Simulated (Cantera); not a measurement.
A freely propagating, adiabatic, planar premixed flame of H₂ : O₂ : N₂ = 1 : 0.581 : 2.19 (molar parts), equivalence ratio 0.86, unburnt at 325 K and 13300 Pa; mixture-averaged transport, grid criteria slope 0.08 and curve 0.16, no radiation.

Computed with Cantera and the H2/O2 subset of GRI-Mech 3.0, which has no nitrogen chemistry. Burning velocities carry a grid error of a few per cent, more on coarse grids.

Problem. What does this change do: inlet temperature 325 to 400 K?

Solution. 
```csv
quantity,before,after
laminar burning velocity,196 cm/s,272 cm/s
thermal thickness,5.14 mm,5.66 mm
peak x(O),0.0131,0.0143
peak x(H₂O₂),4.11e-5,1.73e-5
peak x(OH),0.0144,0.0155
```

Problem. What does this change do: inlet temperature 325 to 375 K?

Solution. 
| quantity | before | after |
|---|---|---|
| laminar burning velocity | 196 cm/s | 246 cm/s |
| thermal thickness | 5.14 mm | 5.53 mm |
| peak x(O) | 0.0131 | 0.0139 |
| peak x(H₂O₂) | 4.11e-5 | 2.36e-5 |
| peak x(OH) | 0.0144 | 0.0152 |

Problem. What does this change do: N2 2.19 to 2.8 parts?

Solution. 
```json
[
 {"quantity": "laminar burning velocity", "before": "196 cm/s", "after": "147 cm/s"},
 {"quantity": "thermal thickness", "before": "5.14 mm", "after": "5.39 mm"},
 {"quantity": "peak x(O)", "before": "0.0131", "after": "0.00924"},
 {"quantity": "peak x(H₂O₂)", "before": "4.11e-5", "after": "3.51e-5"},
 {"quantity": "peak x(OH)", "before": "0.0144", "after": "0.00914"}
]
```
